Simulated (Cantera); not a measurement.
Input (Python, Cantera) and output of one run.

```python
import numpy as np
import cantera as ct

gas_names = [...]  # 123 gases of nasa_gas.yaml made of C, H, O, S
cond_names = """
    C(gr) C6H6(L) C7H8(L) C8H18(L),n-octa H2O(s) H2O(L) H2SO4(L) S(cr1) S(cr2) S(L)
""".split()


# ... load() reads the species with a 1 bar reference pressure and builds the phases ...
atoms = {
    'CS2': {'C': 1, 'S': 2},
    'H2O': {'H': 2, 'O': 1},
    'H2': {'H': 2},
}
top_T = {'C(gr)': 4500}  # K; cautious upper limits of use, not melting points


# ... equilibrate(T, P, feed) seeds the gas with the atoms and calls Mixture.equilibrate('TP', solver="vcs", rtol=1e-11, max_steps=5000) ...
results = []
feed = {'CS2': 1, 'H2O': 0.033, 'H2': 0.37}  # mol
T = 2523  # K
P = 101325  # Pa
mix = equilibrate(T, P, feed)
results.append((T, P, feed, dict(zip(mix.species_names, mix.species_moles))))
x = sorted(zip(gas.X, gas.species_names), reverse=True)
print(f"T = {T:g} K  P = {P:g} Pa  gas = {mix.phase_moles(0):.4g} mol")
print("   x: " + "  ".join(f"{s} {v:.3e}" for v, s in x if v > 1e-06))
print("   condensed (mol): " + ("  ".join(f"{mix.phase(i).name} {mix.phase_moles(i):.4g}"
      for i in range(1, mix.n_phases) if mix.phase_moles(i) > 1e-12) or "none"))
```

Output:

```
T = 2523 K  P = 101325 Pa  gas = 1.697 mol
   x: CS 2.917e-01  CS2 2.766e-01  H2 2.014e-01  S2 1.360e-01  SH 2.961e-02  CO 1.939e-02  S 1.767e-02  H2S 1.430e-02  H 1.239e-02  C2H2,acetylene 7.500e-04  COS 5.451e-05  CH3 3.658e-06  C2H 3.477e-06  CH4 3.324e-06  C4H2 1.154e-06
   condensed (mol): none
```

Equilibrium computed with Cantera from the NASA thermochemical tables; the gas is ideal and each condensed phase is pure.
